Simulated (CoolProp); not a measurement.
cis-2-butene at 298.15 K and 0.126 MPa is compressed adiabatically to 0.894 MPa with isentropic efficiency 0.6. Each further row changes one setting.

Model: reference Helmholtz-energy equation of state, Lemmon 2005, in CoolProp. It is a short technical equation, of lower accuracy than the large ones.

```json
[
 {"case": "as stated", "work (kJ/kg)": "?", "final temperature (K)": "397.8", "final density (kg/m³)": "17.0"},
 {"case": "efficiency 1", "work (kJ/kg)": "?", "final temperature (K)": "?", "final density (kg/m³)": "?"},
 {"case": "efficiency 0.65", "work (kJ/kg)": "?", "final temperature (K)": "392.0", "final density (kg/m³)": "17.4"}
]
```

Task: Some entries are withheld; supply them.

Result: 
- as stated, work (kJ/kg): 147
- efficiency 1, work (kJ/kg): 88.5
- efficiency 1, final temperature (K): 367.7
- efficiency 1, final density (kg/m³): 19.2
- efficiency 0.65, work (kJ/kg): 136
